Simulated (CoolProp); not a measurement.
Model: reference Helmholtz-energy equation of state, Lemmon 2006, in CoolProp. It is a short technical equation, of lower accuracy than the large ones.

**Question.** Give the vapour pressure (kPa), enthalpy of vaporisation (kJ/kg), liquid cp (kJ/(kg K)), vapour viscosity (µPa s) of saturated toluene at 407.1, 436.1, 465.2 K.

**Answer.** 
```csv
T (K),p (kPa),enthalpy of vaporisation (kJ/kg),liquid cp (kJ/(kg K)),vapour viscosity (µPa s)
407.1,188,345,2.09,9.30
436.1,366,323,2.21,9.93
465.2,650,298,2.34,10.6
```

Viscosity comes from a separate model (Avgeri 2015).
